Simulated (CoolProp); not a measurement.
A single-stage vapour-compression cycle with R245fa: evaporating at 249.15 K (dew point), condensing at 295.15 K (bubble point), superheat 2 K, subcooling 0 K, compressor efficiency 0.7, no pressure losses. Each further row changes one setting.

Model: reference Helmholtz-energy equation of state, Akasaka 2015, in CoolProp.

```csv
case,cooling COP,pressure ratio,discharge temperature (K),refrigerating effect (kJ/kg),volumetric capacity (kJ/m³)
as stated,[?],8.47,314.7,160,163
evaporating temperature 254.15 K,[?],6.41,311.9,164,[?]
condensing temperature 290.15 K,[?],[?],308.8,167,170
subcooling 5 K,3.30,8.47,314.7,167,170
superheat 12 K,3.19,8.47,325.4,[?],164
compressor efficiency 0.6,2.72,8.47,[?],160,163
```

### Question
Complete the blanks.

### Answer

- as stated, cooling COP: 3.17
- evaporating temperature 254.15 K, cooling COP: 3.70
- evaporating temperature 254.15 K, volumetric capacity (kJ/m³): 216
- condensing temperature 290.15 K, cooling COP: 3.65
- condensing temperature 290.15 K, pressure ratio: 6.98
- superheat 12 K, refrigerating effect (kJ/kg): 168
- compressor efficiency 0.6, discharge temperature (K): 323.8
